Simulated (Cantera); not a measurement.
Source: NASA polynomial tables (part measured, part estimated), evaluated in Cantera. Values are per mole of reaction as written; species without (g) are pure solids or liquids, kept so even where they would boil at 1 bar. TaC: taken at fixed stoichiometry.

TaC + O₂(g) → C + TaO₂(g)

```json
[
 {"T (K)": "300", "ΔH° (kJ)": "-56.8", "ΔS° (J/K)": "38.4", "ΔG° (kJ)": "-68.3", "log10 K": "11.89"},
 {"T (K)": "1173", "ΔH° (kJ)": "?", "ΔS° (J/K)": "?", "ΔG° (kJ)": "?", "log10 K": "?"},
 {"T (K)": "1223", "ΔH° (kJ)": "?", "ΔS° (J/K)": "?", "ΔG° (kJ)": "?", "log10 K": "?"},
 {"T (K)": "1273", "ΔH° (kJ)": "?", "ΔS° (J/K)": "?", "ΔG° (kJ)": "?", "log10 K": "?"},
 {"T (K)": "1323", "ΔH° (kJ)": "-66.6", "ΔS° (J/K)": "23.3", "ΔG° (kJ)": "-97.5", "log10 K": "3.85"},
 {"T (K)": "1373", "ΔH° (kJ)": "?", "ΔS° (J/K)": "?", "ΔG° (kJ)": "?", "log10 K": "?"}
]
```

Complete the blanks.


- 1173, ΔH° (kJ): -65.2
- 1173, ΔS° (J/K): 24.5
- 1173, ΔG° (kJ): -93.9
- 1173, log10 K: 4.18
- 1223, ΔH° (kJ): -65.7
- 1223, ΔS° (J/K): 24.1
- 1223, ΔG° (kJ): -95.1
- 1223, log10 K: 4.06
- 1273, ΔH° (kJ): -66.1
- 1273, ΔS° (J/K): 23.7
- 1273, ΔG° (kJ): -96.3
- 1273, log10 K: 3.95
- 1373, ΔH° (kJ): -67.1
- 1373, ΔS° (J/K): 22.9
- 1373, ΔG° (kJ): -98.6
- 1373, log10 K: 3.75
